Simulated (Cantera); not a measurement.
Input (Python, Cantera):

```python
import numpy as np
import cantera as ct

gas = ct.Solution("gri30.yaml")
gas.TPX = 325, 1000000, {'CH4': 1, 'C2H6': 1.4, 'C3H8': 0.67, 'O2': 9.32, 'N2': 35}
flame = ct.FreeFlame(gas, width=0.008)
flame.set_refine_criteria(ratio=3, slope=0.08, curve=0.16)
flame.transport_model = "mixture-averaged"
flame.solve(loglevel=0, auto=True)
z, T = flame.grid, flame.T
thick = (T[-1] - T[0]) / np.gradient(T, z).max()
show = ['CH4', 'C2H6', 'C3H8', 'HCO', 'C2H2', 'C2H']
print(f"laminar burning velocity  {flame.velocity[0] * 100:.3f} cm/s")
print(f"burnt temperature         {T[-1]:.1f} K")
print(f"thermal thickness         {thick * 1e3:.4f} mm")
print(f"grid points               {len(z)}")
z0 = z[flame.heat_release_rate.argmax()]
print(f"{'z/mm':>9s}{'T/K':>9s}{'u/(m/s)':>9s}" + "".join(f"{s:>11s}" for s in show))
rows = []
for k in (-3, -2, -1.5, -1, -0.5, -0.25, 0, 0.25, 0.5, 1, 2, 4, 8):
    zz = z0 + k * thick
    rows.append([k * thick, np.interp(zz, z, T), np.interp(zz, z, flame.velocity),
                 *(np.interp(zz, z, flame.X[gas.species_index(s)]) for s in show)])
    print(f"{rows[-1][0] * 1e3:9.3f}{rows[-1][1]:9.1f}{rows[-1][2]:9.3f}" + "".join(f"{x:11.3e}" for x in rows[-1][3:]))
```

It prints:

```
laminar burning velocity  25.010 cm/s
burnt temperature         2285.9 K
thermal thickness         0.0636 mm
grid points               139
     z/mm      T/K  u/(m/s)        CH4       C2H6       C3H8        HCO       C2H2        C2H
   -0.191    325.2    0.250  2.108e-02  2.952e-02  1.413e-02  1.630e-22  1.891e-08  2.890e-33
   -0.127    328.7    0.254  2.100e-02  2.946e-02  1.411e-02  8.229e-18  6.625e-07  2.019e-28
   -0.095    342.9    0.265  2.078e-02  2.932e-02  1.407e-02  1.132e-15  4.247e-06  9.592e-26
   -0.064    448.3    0.350  1.956e-02  2.824e-02  1.378e-02  8.240e-13  4.562e-05  1.152e-20
   -0.032    970.5    0.777  1.417e-02  1.880e-02  9.814e-03  6.345e-08  4.046e-04  1.008e-11
   -0.016   1431.2    1.168  9.285e-03  7.369e-03  3.456e-03  5.764e-06  8.812e-04  1.613e-08
    0.000   1858.4    1.533  3.101e-03  3.047e-04  5.035e-05  2.023e-05  1.241e-03  1.193e-06
    0.016   2052.6    1.686  2.664e-04  4.624e-07  4.054e-09  5.572e-06  2.064e-04  8.683e-07
    0.032   2125.1    1.737  1.276e-05  7.155e-10  7.234e-14  6.090e-07  9.642e-06  5.645e-08
    0.064   2192.1    1.783  5.732e-08  2.164e-14  1.352e-20  1.525e-07  4.363e-08  2.469e-10
    0.127   2242.1    1.818  2.569e-11  1.641e-19  1.143e-28  7.807e-08  3.226e-11  1.333e-13
    0.254   2270.1    1.838  9.871e-14  5.388e-23  1.524e-34  4.056e-08  2.466e-14  6.456e-17
    0.509   2281.9    1.847  1.212e-13  1.358e-25  2.150e-37  2.394e-08  8.067e-17  1.352e-19
```

Computed with Cantera and GRI-Mech 3.0 (53 species, 325 reactions). GRI-Mech 3.0 was tuned for natural gas; its chemistry of propane as a main component is partial and can be far from experiment. Burning velocities carry a grid error of a few per cent, more on coarse grids.
